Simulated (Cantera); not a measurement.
Input: 1 mol LiOH, 0.079 mol H2, held at 1.00 Torr.

Cantera equilibrium calculation (NASA polynomials, part measured and part estimated; ideal gas, pure solids and liquids). Candidate condensed phases: H2O, Li, LiH, LiOH, Li2O; 17 gas species. Rates play no part.

**Question.** At 1523 K, list the 6 most abundant gas species with their mole fractions, and the condensed phases.

**Answer.** LiOH 0.582, H2O 0.312, H2 0.0836, Li 0.0200, Li2O 0.00251, Li2(OH)2 0.000420. Condensed: Li2O(s).
